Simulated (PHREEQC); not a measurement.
A solution holds 7 mmol/kgw KOH and 0.37 mmol/kgw CO2, at 25 °C. Closed to the air; pH follows from the charge balance.

All values are PHREEQC results (ion-association model, phreeqc.dat), not measurements.

### Question
The ionic strength comes out as 0.00736 mol/kgw. What activity coefficients do CO3-2, OH-, HCO3-, K+ get?

### Answer
CO3-2 0.70, OH- 0.91, HCO3- 0.92, K+ 0.91.

Precipitation was switched off in this run. Species that the database lacks are ignored.
